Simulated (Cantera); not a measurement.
Mixture: CH4 : C2H6 : O2 : N2 = 1 : 0.089 : 3.4 : 13.9 (molar parts), equivalence ratio 0.68, at 1900000 Pa, adiabatic and at constant volume. Ignition delay is the time to a rise of 400 K.

Cantera simulation using GRI-Mech 3.0 (53 species, 325 reactions); the numbers are that mechanism's predictions, not measurements. The pressure lies above the range GRI-Mech 3.0 was tuned for (to about 10 atm).

Question: What does this change do: 0.63 parts H2 added?

Answer: 
```tsv
quantity	before	after
delay at 1250 K	0.386 ms	0.140 ms
delay at 1350 K	0.134 ms	43.6 µs
delay at 1450 K	53.6 µs	18.5 µs
delay at 1550 K	23.4 µs	9.32 µs
delay at 1650 K	11.0 µs	5.12 µs
apparent activation energy between 1550 and 1650 K	160 kJ/mol	130 kJ/mol
```

Question: What does this change do: pressure from 1900000 Pa to 410000 Pa?

Answer: 
```json
[
 {"quantity": "delay at 1250 K", "before": "0.386 ms", "after": "1.17 ms"},
 {"quantity": "delay at 1350 K", "before": "0.134 ms", "after": "0.412 ms"},
 {"quantity": "delay at 1450 K", "before": "53.6 µs", "after": "0.159 ms"},
 {"quantity": "delay at 1550 K", "before": "23.4 µs", "after": "66.5 µs"},
 {"quantity": "delay at 1650 K", "before": "11.0 µs", "after": "30.7 µs"},
 {"quantity": "apparent activation energy between 1550 and 1650 K", "before": "160 kJ/mol", "after": "160 kJ/mol"}
]
```
